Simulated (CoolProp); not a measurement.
The numbers come from the reference Helmholtz-energy equation of state, Bücker 2006 in CoolProp.

Task: For ethane, give the phase and the density (kg/m³), expansivity (1/kK), viscosity (µPa s), conductivity (mW/(m K)) at 160.7 K and 15.9 MPa; 190.8 K and 15.9 MPa; 221 K and 15.9 MPa.

Result: 
- 160.7 K and 15.9 MPa: liquid; density 583, expansivity 1.83, viscosity 256, conductivity 201
- 190.8 K and 15.9 MPa: liquid; density 551, expansivity 2.01, viscosity 176, conductivity 174
- 221 K and 15.9 MPa: liquid; density 516, expansivity 2.29, viscosity 128, conductivity 149

Viscosity comes from a separate model (Friend 1991). Thermal conductivity comes from a separate model (Friend 1991).
